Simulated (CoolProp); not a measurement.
Saturation properties of ethylene.

The numbers come from the reference Helmholtz-energy equation of state, Smukala 2000 in CoolProp.

```json
[
 {"T (K)": "207.6", "p (kPa)": "614.5", "vapour density (kg/m³)": "11.31", "enthalpy of vaporisation (kJ/kg)": "417.8", "liquid cp (kJ/(kg K))": "2.581", "surface tension (mN/m)": "10.1"},
 {"T (K)": "215.3", "p (kPa)": "813.9", "vapour density (kg/m³)": "14.87", "enthalpy of vaporisation (kJ/kg)": "401.6", "liquid cp (kJ/(kg K))": "2.649", "surface tension (mN/m)": "8.87"},
 {"T (K)": "222.9", "p (kPa)": "1053", "vapour density (kg/m³)": "19.22", "enthalpy of vaporisation (kJ/kg)": "384.2", "liquid cp (kJ/(kg K))": "2.736", "surface tension (mN/m)": "7.71"},
 {"T (K)": "230.5", "p (kPa)": "1340", "vapour density (kg/m³)": "24.57", "enthalpy of vaporisation (kJ/kg)": "365.0", "liquid cp (kJ/(kg K))": "2.848", "surface tension (mN/m)": "6.57"},
 {"T (K)": "238.1", "p (kPa)": "1679", "vapour density (kg/m³)": "31.18", "enthalpy of vaporisation (kJ/kg)": "343.6", "liquid cp (kJ/(kg K))": "2.998", "surface tension (mN/m)": "5.46"},
 {"T (K)": "245.8", "p (kPa)": "2082", "vapour density (kg/m³)": "39.52", "enthalpy of vaporisation (kJ/kg)": "319.1", "liquid cp (kJ/(kg K))": "3.209", "surface tension (mN/m)": "4.36"},
 {"T (K)": "253.4", "p (kPa)": "2545", "vapour density (kg/m³)": "49.96", "enthalpy of vaporisation (kJ/kg)": "291.3", "liquid cp (kJ/(kg K))": "3.518", "surface tension (mN/m)": "3.32"},
 {"T (K)": "261", "p (kPa)": "3078", "vapour density (kg/m³)": "63.57", "enthalpy of vaporisation (kJ/kg)": "258.3", "liquid cp (kJ/(kg K))": "4.032", "surface tension (mN/m)": "2.33"},
 {"T (K)": "268.7", "p (kPa)": "3699", "vapour density (kg/m³)": "82.72", "enthalpy of vaporisation (kJ/kg)": "216.4", "liquid cp (kJ/(kg K))": "5.101", "surface tension (mN/m)": "1.38"}
]
```

It boils at 169.4 K under 1 atm.

Surface tension comes from a separate correlation (Mulero 2012).
